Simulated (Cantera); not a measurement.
A Cantera script and what it prints.

```python
import numpy as np
import cantera as ct

gas_names = """
    B BH BH2 BH3 BN BO BO2 B2 B2O B2O2 B2O3 B3O3H3 H HBO HBO2 HNO HNO2 HNO3 HO2 H2 H2O H2O2 H3B3O6 N NH
    NH2 NH3 NH2OH NO NO2 NO3 N2 N2H2 N2H4 N2O O OH O2 O3
""".split()
cond_names = """
    B(b) B(L) BN(s) B2O3(L) B3O3H3(cr) H2O(s) H2O(L)
""".split()


def load(file, names, dense=False):
    # The tables refer to 1 bar. Condensed volumes are neglected.
    table = {s.name: s for s in ct.Species.list_from_file(file)}
    out = []
    for n in names:
        d = dict(table[n].input_data)
        d["thermo"] = dict(d["thermo"], **{"reference-pressure": 1e5})
        if dense:
            d["equation-of-state"] = {"model": "constant-volume", "density": "1e6 g/cm^3"}
        out.append(ct.Species.from_dict(d))
    return out


gas = ct.Solution(thermo="ideal-gas", species=load("nasa_gas.yaml", gas_names))
cond = {s.name: ct.Solution(thermo="fixed-stoichiometry", species=[s], name=s.name)
        for s in load("nasa_condensed.yaml", cond_names, dense=True)}
atoms = {
    'B2O3': {'B': 2, 'O': 3},
    'NH3': {'N': 1, 'H': 3},
}
top_T = {'BN(s)': 3200}  # K; cautious upper limits of use, not melting points


def equilibrate(T, P, feed):
    n = {}
    for name, mol in feed.items():
        for a, k in atoms[name].items():
            n[a] = n.get(a, 0.0) + k * mol
    gas.TPX = T, P, n
    mass = sum(n.values()) * gas.mean_molecular_weight
    gas.equilibrate("TP")
    valid = [c for c in cond.values() if c.min_temp <= T <= top_T.get(c.name, c.max_temp)]
    mix = ct.Mixture([(gas, mass / gas.mean_molecular_weight)] + [(c, 0.0) for c in valid])
    mix.T, mix.P = T, P
    mix.equilibrate("TP", solver="vcs", rtol=1e-11, max_steps=5000)
    return mix


results = []
feed = {'B2O3': 1, 'NH3': 0.94}  # mol
T = 1150  # K
P = 32000  # Pa
mix = equilibrate(T, P, feed)
results.append((T, P, feed, dict(zip(mix.species_names, mix.species_moles))))
print(gas.report(threshold=1e-05))
for i in range(1, mix.n_phases):
    print(f"{mix.phase(i).name:16s} {mix.phase_moles(i):12.5e} mol")
```

It prints:

```
       temperature   1150 K
          pressure   32000 Pa
           density   0.028598 kg/m^3
  mean mol. weight   8.5451 kg/kmol
   phase of matter   gas

                          1 kg             1 kmol
                     ---------------   ---------------
          enthalpy         2.907e+06         2.484e+07  J
   internal energy         1.788e+06        1.5279e+07  J
           entropy             23469        2.0054e+05  J/K
    Gibbs function       -2.4082e+07       -2.0578e+08  J
 heat capacity c_p            3690.9             31539  J/K
 heat capacity c_v            2717.9             23224  J/K

                      mass frac. Y      mole frac. X     chem. pot. / RT
                     ---------------   ---------------   ---------------
              HBO2        0.00019382          3.78e-05           -102.59
                H2           0.17641           0.74775           -19.294
               H2O         0.0061864         0.0029344           -57.581
               NH3        5.0202e-05        2.5188e-05           -42.823
                N2           0.81714           0.24925           -27.764
     [  +34 minor]        2.0683e-05         1.702e-06

B(b)              0.00000e+00 mol
BN(s)             3.69999e-03 mol
B2O3(L)           9.98111e-01 mol
B3O3H3(cr)        0.00000e+00 mol
```

Equilibrium computed with Cantera from the NASA thermochemical tables; the gas is ideal and each condensed phase is pure. Mutual solubility and eutectic melting of coexisting phases are not modelled. Gases not in the tables: H3BO3.
